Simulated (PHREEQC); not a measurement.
Make-up at 25 °C: 0.007 mol HF and 0.041 mol KF per kg of water. Closed to the air; pH follows from the charge balance.

All values are PHREEQC results (ion-association model, phreeqc.dat), not measurements.

No solid was allowed to form.

Order these F species by the share of F that they hold, largest first: HF, HF2-, F-.

F- (84 %), HF (12 %), HF2- (3.8 %)

The pH is 3.92 and the ionic strength 0.0411 mol/kgw. Species that the database lacks are ignored.
